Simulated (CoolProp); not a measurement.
Vapour-liquid equilibrium of acetone (1) + n-heptane (2) at 15.45 °C; x and y are mole fractions of (1).

Computed with CoolProp (multi-fluid Helmholtz-energy mixture model, Lemmon 2006 and Span 2003; pair parameters Bell 2016).

```csv
x,bubble pressure (kPa),y at the bubble point,dew pressure at overall composition x (kPa),liquid density (mol/L)
0.05,8.456,0.579,3.901,7.040
0.15,14.54,0.773,…,7.423
0.25,17.61,…,4.902,7.850
0.35,18.97,0.842,5.623,8.328
0.45,19.48,0.849,6.589,8.868
0.55,19.64,0.852,7.952,9.482
0.65,19.75,0.855,10.01,10.19
0.75,19.96,0.863,13.44,…
0.85,20.23,0.885,19.54,11.95
0.95,20.30,0.943,20.28,13.06
```

Fill in the missing entries.


- 0.15, dew pressure at overall composition x (kPa): 4.345
- 0.25, y at the bubble point: 0.823
- 0.75, liquid density (mol/L): 11.00

y crosses x between x = 0.85 and 0.95: the model has an azeotrope there.

Pair parameters are fitted to limited data, so mixtures are less certain than the pure fluids. With so large a gap from Raoult's law the liquid may split in two, which this calculation doesn't test in full.
